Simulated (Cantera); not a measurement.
## Pyrogenic steam for wet oxidation

An isothermal, constant-pressure homogeneous reactor starts with H2 : O2 : N2 = 1 : 1 : 0.58 (molar parts), equivalence ratio 0.50, at 1000 K and 0.415 atm.

Model: the H2/O2 subset of GRI-Mech 3.0, which has no nitrogen chemistry, integrated in Cantera. The temperature is held fixed by assumption; the heat of reaction is taken as removed at once.

| t (s) | x H2 | x O2 | x H | x H2O2 | x O | x H2O | x OH |
|---|---|---|---|---|---|---|---|
| 0.000300 | 0.0804 | 0.270 | 0.000942 | 2.94e-5 | 0.000513 | 0.380 | 0.000536 |
| 0.00103 | 0.0647 | 0.265 | 1.37e-6 | 0.000209 | 1.02e-6 | 0.400 | 8.37e-7 |
| 0.00357 | 0.0635 | 0.264 | 1.94e-6 | 0.000328 | 1.47e-6 | 0.402 | 1.20e-6 |
| 0.0123 | 0.0569 | 0.262 | 3.08e-6 | 0.000617 | 2.39e-6 | 0.410 | 2.30e-6 |
| 0.0424 | 0.0336 | 0.253 | 2.03e-6 | 0.000554 | 2.21e-6 | 0.439 | 2.57e-6 |
| 0.146 | 0.00715 | 0.243 | 3.32e-7 | 0.000126 | 9.43e-7 | 0.472 | 1.83e-6 |
| 0.505 | 0.000659 | 0.241 | 9.45e-9 | 3.92e-6 | 6.26e-8 | 0.480 | 5.44e-7 |
| 1.74 | 9.11e-5 | 0.240 | 3.50e-10 | 1.28e-7 | 2.76e-9 | 0.481 | 1.37e-7 |
| 6.00 | 1.07e-5 | 0.240 | 2.01e-11 | 4.87e-9 | 1.65e-10 | 0.481 | 5.61e-8 |
x: mole fraction; the columns are a selection and need not sum to one.

Equilibrium at this temperature and pressure: H2 1.33e-10, O2 0.240, H <1e-12, H2O2 4.30e-10, O 1.20e-10, H2O 0.481, OH 3.25e-7 (gas phase only).
